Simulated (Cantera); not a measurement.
Input (Python, Cantera):

```python
import numpy as np
import cantera as ct

gas = ct.Solution("gri30.yaml")


def delay(T, t_max=10):
    gas.TPX = T, 500000, {'H2': 1, 'O2': 0.769, 'N2': 2.89}
    reactor = ct.IdealGasConstPressureReactor(gas, clone=False)
    net = ct.ReactorNet([reactor])
    net.rtol, net.atol = 1e-8, 1e-16
    while net.time < t_max:
        t_old, T_old = net.time, reactor.T
        net.step()
        if reactor.T > T + 400:  # ignition: a rise of 400 K
            return t_old + (T + 400 - T_old) / (reactor.T - T_old) * (net.time - t_old)
    return np.nan


taus = []
for T in [850, 900, 950, 1000, 1050, 1100, 1150, 1200, 1250, 1300]:
    taus.append(delay(T))
    print(f"T0 = {T:6g} K   tau = {taus[-1]:.4e} s")
```

It prints:

```
T0 =    850 K   tau = 9.8451e-01 s
T0 =    900 K   tau = 2.1372e-01 s
T0 =    950 K   tau = 5.1652e-02 s
T0 =   1000 K   tau = 1.3081e-02 s
T0 =   1050 K   tau = 3.1601e-03 s
T0 =   1100 K   tau = 5.4449e-04 s
T0 =   1150 K   tau = 4.1574e-05 s
T0 =   1200 K   tau = 1.5855e-05 s
T0 =   1250 K   tau = 9.7129e-06 s
T0 =   1300 K   tau = 6.8972e-06 s
```

Cantera simulation using GRI-Mech 3.0 (53 species, 325 reactions); the numbers are that mechanism's predictions, not measurements. The hydrogen kinetics of GRI-Mech 3.0 are dated; newer H2 mechanisms differ, most at raised pressure. Below about 950 K walls govern HO2 and H2O2 in real vessels.
